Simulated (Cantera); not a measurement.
Input (Python, Cantera) and output of one run.

```python
import numpy as np
import cantera as ct

gas_names = """
    Electron AL AL+ AL- ALH ALO ALO+ ALO- ALOH ALOH+ ALOH- ALO2 ALO2- ALO2H AL2 AL2O AL2O+ AL2O2 AL2O2+
    H H+ H- HALO HO2 H2 H2+ H2- H2O H2O+ H2O2 H3O+ O O+ O- OH OH+ OH- O2 O2+ O2- O3
""".split()
cond_names = """
    AL(cr) AL(L) AL2O3(a) AL2O3(L) H2O(s) H2O(L)
""".split()


def load(file, names, dense=False):
    # The tables refer to 1 bar. Condensed volumes are neglected.
    table = {s.name: s for s in ct.Species.list_from_file(file)}
    out = []
    for n in names:
        d = dict(table[n].input_data)
        d["thermo"] = dict(d["thermo"], **{"reference-pressure": 1e5})
        if dense:
            d["equation-of-state"] = {"model": "constant-volume", "density": "1e6 g/cm^3"}
        out.append(ct.Species.from_dict(d))
    return out


gas = ct.Solution(thermo="ideal-gas", species=load("nasa_gas.yaml", gas_names))
cond = {s.name: ct.Solution(thermo="fixed-stoichiometry", species=[s], name=s.name)
        for s in load("nasa_condensed.yaml", cond_names, dense=True)}
atoms = {
    'Al2O3': {'AL': 2, 'O': 3},
    'H2': {'H': 2},
}
top_T = {}  # K; cautious upper limits of use, not melting points


def equilibrate(T, P, feed):
    n = {}
    for name, mol in feed.items():
        for a, k in atoms[name].items():
            n[a] = n.get(a, 0.0) + k * mol
    gas.TPX = T, P, n
    mass = sum(n.values()) * gas.mean_molecular_weight
    gas.equilibrate("TP")
    valid = [c for c in cond.values() if c.min_temp <= T <= top_T.get(c.name, c.max_temp)]
    mix = ct.Mixture([(gas, mass / gas.mean_molecular_weight)] + [(c, 0.0) for c in valid])
    mix.T, mix.P = T, P
    mix.equilibrate("TP", solver="vcs", rtol=1e-11, max_steps=5000)
    return mix


results = []
feed = {'Al2O3': 1, 'H2': 8.3}  # mol
P = 130  # Pa
for T in [2500, 2750, 3000, 3250, 3500, 3750, 4000, 4250, 4500, 4750, 5000]:
    mix = equilibrate(T, P, feed)
    results.append((T, P, feed, dict(zip(mix.species_names, mix.species_moles))))
    x = sorted(zip(gas.X, gas.species_names), reverse=True)
    print(f"T = {T:g} K  P = {P:g} Pa  gas = {mix.phase_moles(0):.4g} mol")
    print("   x: " + "  ".join(f"{s} {v:.3e}" for v, s in x if v > 1e-05))
    print("   condensed (mol): " + ("  ".join(f"{mix.phase(i).name} {mix.phase_moles(i):.4g}"
          for i in range(1, mix.n_phases) if mix.phase_moles(i) > 1e-12) or "none"))
```

Result:

```
T = 2500 K  P = 130 Pa  gas = 11.36 mol
   x: H 4.746e-01  H2 4.633e-01  H2O 2.611e-02  AL 1.728e-02  OH 5.544e-03  ALO 3.940e-03  O 3.737e-03  AL2O 3.472e-03  ALOH 1.480e-03  ALO2H 3.132e-04  O2 8.644e-05  ALH 4.931e-05  AL2O2 4.060e-05  AL+ 2.116e-05  Electron 1.946e-05
   condensed (mol): AL2O3(L) 0.8289
T = 2750 K  P = 130 Pa  gas = 17.51 mol
   x: H 6.538e-01  H2 1.187e-01  O 7.984e-02  AL 6.114e-02  ALO 3.137e-02  OH 2.291e-02  H2O 1.550e-02  AL2O 9.064e-03  O2 4.195e-03  ALOH 1.929e-03  ALO2H 8.657e-04  AL2O2 2.543e-04  AL+ 1.611e-04  Electron 1.429e-04  ALH 6.418e-05  ALO2 3.254e-05  ALO- 1.847e-05
   condensed (mol): none
T = 3000 K  P = 130 Pa  gas = 20.55 mol
   x: H 7.408e-01  O 1.231e-01  AL 8.505e-02  H2 2.861e-02  ALO 1.036e-02  OH 7.761e-03  O2 1.537e-03  H2O 9.026e-04  AL+ 5.734e-04  AL2O 5.708e-04  Electron 5.678e-04  ALOH 1.215e-04  ALH 3.358e-05  ALO2H 1.226e-05
   condensed (mol): none
T = 3250 K  P = 130 Pa  gas = 21.37 mol
   x: H 7.600e-01  O 1.349e-01  AL 8.949e-02  H2 7.287e-03  ALO 2.464e-03  OH 2.169e-03  AL+ 1.575e-03  Electron 1.573e-03  O2 3.788e-04  H2O 5.246e-05  AL2O 2.645e-05  ALH 1.423e-05
   condensed (mol): none
T = 3500 K  P = 130 Pa  gas = 21.6 mol
   x: H 7.634e-01  O 1.374e-01  AL 8.826e-02  AL+ 3.675e-03  Electron 3.675e-03  H2 2.173e-03  OH 6.709e-04  ALO 6.418e-04  O2 1.009e-04
   condensed (mol): none
T = 3750 K  P = 130 Pa  gas = 21.74 mol
   x: H 7.619e-01  O 1.375e-01  AL 8.423e-02  AL+ 7.576e-03  Electron 7.575e-03  H2 7.509e-04  OH 2.372e-04  ALO 1.910e-04  O2 3.113e-05
   condensed (mol): none
T = 4000 K  P = 130 Pa  gas = 21.9 mol
   x: H 7.574e-01  O 1.368e-01  AL 7.726e-02  AL+ 1.402e-02  Electron 1.402e-02  H2 2.935e-04  OH 9.438e-05  ALO 6.294e-05  O2 1.099e-05
   condensed (mol): none
T = 4250 K  P = 130 Pa  gas = 22.11 mol
   x: H 7.504e-01  O 1.356e-01  AL 6.697e-02  AL+ 2.344e-02  Electron 2.344e-02  H2 1.269e-04  OH 4.141e-05  ALO 2.205e-05
   condensed (mol): none
T = 4500 K  P = 130 Pa  gas = 22.39 mol
   x: H 7.412e-01  O 1.339e-01  AL 5.380e-02  AL+ 3.551e-02  Electron 3.551e-02  H2 5.973e-05  OH 1.973e-05
   condensed (mol): none
T = 4750 K  P = 130 Pa  gas = 22.71 mol
   x: H 7.310e-01  O 1.321e-01  AL+ 4.873e-02  Electron 4.873e-02  AL 3.935e-02  H2 3.024e-05  OH 1.009e-05
   condensed (mol): none
T = 5000 K  P = 130 Pa  gas = 23 mol
   x: H 7.217e-01  O 1.304e-01  AL+ 6.090e-02  Electron 6.090e-02  AL 2.605e-02  H2 1.637e-05
   condensed (mol): none
```

Method: chemical equilibrium by Gibbs-energy minimisation in Cantera with the NASA 1993 tables (ideal gas, pure condensed phases). The tables' values for AlOH are old estimates; treat these amounts as uncertain.
